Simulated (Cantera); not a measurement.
# Premixed flame

A freely propagating, adiabatic, planar premixed flame of CO : H2 : CH4 : O2 : N2 : H2O = 1 : 1 : 0.2 : 1.4 : 5.74 : 2.3 (molar parts), unburnt at 648 K and 2780 Torr; unity-Lewis-number transport, grid criteria slope 0.08 and curve 0.16, no radiation.

Model: GRI-Mech 3.0 (53 species, 325 reactions), integrated in Cantera. Unity Lewis numbers drop preferential diffusion, which matters most where H2 and H carry the flame. Burning velocities carry a grid error of a few per cent, more on coarse grids.

```
z (mm)   T (K)  u (m/s)     x CO     x H2     x CH4   x C2H6     x NO  x CH2CO
-------  -----  -------  -------  -------  --------  -------  -------  -------
-0.402     648     1.03   0.0859   0.0859    0.0172  1.92e-8    <1e-8    <1e-8
-0.268     651     1.03   0.0858   0.0857    0.0171  1.43e-7    <1e-8  2.14e-8
-0.201     659     1.04   0.0857   0.0853    0.0170  4.90e-7    <1e-8  7.31e-8
-0.134     699     1.10   0.0849   0.0830    0.0165  2.23e-6  4.72e-8  3.32e-7
-0.0669    923     1.44   0.0803   0.0697    0.0132  1.24e-5  4.22e-7  1.86e-6
-0.0335   1225     1.89   0.0733   0.0503   0.00830  2.19e-5  1.24e-6  4.15e-6
0         1580     2.40   0.0605   0.0258   0.00218  4.96e-6  2.57e-6  4.37e-6
0.0335    1778     2.67   0.0442   0.0155  0.000165  5.26e-8  4.13e-6  8.24e-7
0.0669    1876     2.79   0.0325   0.0135   9.40e-6    <1e-8  5.32e-6  7.68e-8
0.134     1977     2.92   0.0214   0.0117   4.03e-8    <1e-8  6.84e-6    <1e-8
0.268     2056     3.02   0.0144  0.00885     <1e-8    <1e-8  8.51e-6    <1e-8
0.536     2109     3.08   0.0102  0.00631     <1e-8    <1e-8  1.04e-5    <1e-8
1.07      2141     3.12  0.00755  0.00464     <1e-8    <1e-8  1.25e-5    <1e-8
```
x: mole fraction of selected species; z is measured from the peak of heat release.

```json
{
 "laminar_burning_velocity": "103 cm/s",
 "thermal_thickness": "0.134 mm",
 "peak x(C2H6)": "2.19e-5",
 "peak x(CH2CO)": "5.18e-6",
 "grid_points": "125"
}
```
